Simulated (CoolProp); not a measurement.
Values from CoolProp's reference Helmholtz-energy equation of state, Zhou 2012.

Question: For p-xylene, give the phase and the Z, Joule-Thomson coefficient (K/MPa), isothermal compressibility (1/MPa), expansivity (1/kK) at 620 K and 70.6 bar; 620 K and 141 bar; 620 K and 165 bar.

Answer: 
- 620 K and 70.6 bar: supercritical; Z 0.291, Joule-Thomson coefficient 1.10, isothermal compressibility 0.0304, expansivity 4.33
- 620 K and 141 bar: supercritical; Z 0.515, Joule-Thomson coefficient 0.239, isothermal compressibility 0.0106, expansivity 2.22
- 620 K and 165 bar: supercritical; Z 0.589, Joule-Thomson coefficient 0.141, isothermal compressibility 0.00876, expansivity 1.97
